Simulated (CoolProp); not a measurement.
Saturation properties of n-undecane (Tc = 365.7 °C, pc = 1.990 MPa, ω = 0.539).

Model: reference Helmholtz-energy equation of state, Aleksandrov 2011, in CoolProp. It is a short technical equation, of lower accuracy than the large ones.

```json
[
 {"T (°C)": "99.75", "p (MPa)": "[?]", "liquid density (kg/m³)": "679.2", "enthalpy of vaporisation (kJ/kg)": "319.6", "liquid cp (kJ/(kg K))": "2.488", "vapour Z": "0.9921", "surface tension (mN/m)": "17.5"},
 {"T (°C)": "118.05", "p (MPa)": "0.009268", "liquid density (kg/m³)": "664.8", "enthalpy of vaporisation (kJ/kg)": "309.7", "liquid cp (kJ/(kg K))": "2.561", "vapour Z": "0.9867", "surface tension (mN/m)": "15.9"},
 {"T (°C)": "136.35", "p (MPa)": "0.01805", "liquid density (kg/m³)": "650.2", "enthalpy of vaporisation (kJ/kg)": "299.7", "liquid cp (kJ/(kg K))": "2.635", "vapour Z": "0.9789", "surface tension (mN/m)": "14.4"},
 {"T (°C)": "154.65", "p (MPa)": "0.03273", "liquid density (kg/m³)": "635.1", "enthalpy of vaporisation (kJ/kg)": "289.5", "liquid cp (kJ/(kg K))": "2.710", "vapour Z": "0.9682", "surface tension (mN/m)": "12.9"},
 {"T (°C)": "172.95", "p (MPa)": "0.05587", "liquid density (kg/m³)": "619.6", "enthalpy of vaporisation (kJ/kg)": "278.9", "liquid cp (kJ/(kg K))": "2.786", "vapour Z": "0.9541", "surface tension (mN/m)": "11.4"},
 {"T (°C)": "191.25", "p (MPa)": "[?]", "liquid density (kg/m³)": "603.5", "enthalpy of vaporisation (kJ/kg)": "267.9", "liquid cp (kJ/(kg K))": "2.863", "vapour Z": "0.9361", "surface tension (mN/m)": "10.0"},
 {"T (°C)": "209.55", "p (MPa)": "0.1404", "liquid density (kg/m³)": "586.6", "enthalpy of vaporisation (kJ/kg)": "256.2", "liquid cp (kJ/(kg K))": "2.942", "vapour Z": "0.9137", "surface tension (mN/m)": "8.66"},
 {"T (°C)": "227.85", "p (MPa)": "0.2094", "liquid density (kg/m³)": "568.7", "enthalpy of vaporisation (kJ/kg)": "243.8", "liquid cp (kJ/(kg K))": "3.023", "vapour Z": "0.8864", "surface tension (mN/m)": "[?]"},
 {"T (°C)": "246.15", "p (MPa)": "0.3024", "liquid density (kg/m³)": "549.7", "enthalpy of vaporisation (kJ/kg)": "230.3", "liquid cp (kJ/(kg K))": "3.108", "vapour Z": "0.8535", "surface tension (mN/m)": "6.08"},
 {"T (°C)": "264.45", "p (MPa)": "0.4245", "liquid density (kg/m³)": "529.2", "enthalpy of vaporisation (kJ/kg)": "[?]", "liquid cp (kJ/(kg K))": "[?]", "vapour Z": "0.8142", "surface tension (mN/m)": "4.88"},
 {"T (°C)": "282.75", "p (MPa)": "0.5817", "liquid density (kg/m³)": "506.5", "enthalpy of vaporisation (kJ/kg)": "199.0", "liquid cp (kJ/(kg K))": "3.302", "vapour Z": "0.7673", "surface tension (mN/m)": "3.75"}
]
```

### Question
Some entries are withheld; supply them.

### Answer

- 99.75, p (MPa): 0.004376
- 191.25, p (MPa): 0.09055
- 227.85, surface tension (mN/m): 7.34
- 264.45, enthalpy of vaporisation (kJ/kg): 215.6
- 264.45, liquid cp (kJ/(kg K)): 3.199

It boils at 195.8 °C under 1 atm.

Surface tension comes from a separate correlation (Mulero 2014).
